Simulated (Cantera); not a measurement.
Input: 1 mol Pb, 0.16 mol O2, a varied amount of H2, equilibrated at 1950 K and 7.28 Torr.

Equilibrium computed with Cantera from the NASA thermochemical tables; the gas is ideal and each condensed phase is pure. Candidate condensed phases: H2O, Pb, PbO, PbO2, Pb3O4; 12 gas species. Equilibrium is a limit: real reactors are often held back by kinetics, nucleation or transport.

Problem. At 3 mol H2, list the 5 most abundant gas species with their mole fractions, and the condensed phases.

Solution. H2 0.662, Pb 0.249, H2O 0.0794, H 0.00947, PbO 0.000112. Condensed: gas only.
